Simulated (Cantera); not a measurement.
**SiH4 + N2 (silicon nitride deposition)**

A closed system holds: 1 mol SiH4, 2.2 mol N2, at 1325 K and 380 Pa.

Cantera equilibrium calculation (NASA polynomials, part measured and part estimated; ideal gas, pure solids and liquids). Candidate condensed phases: Si, Si3N4; 18 gas species. N2 is the only nitrogen source here; it is nearly inert below about 1500 K, so the nitride shown seldom forms there in practice. The numbers say what is thermodynamically allowed, not how fast it happens.

```json
{
 "x(H2)": "0.566",
 "x(N2)": "0.434",
 "x(H)": "2.00e-5",
 "n(Si3N4(s))": "0.333 mol",
 "gas_amount": "3.533 mol",
 "log10 activity of Si(s) (absent)": "-2.16"
}
```
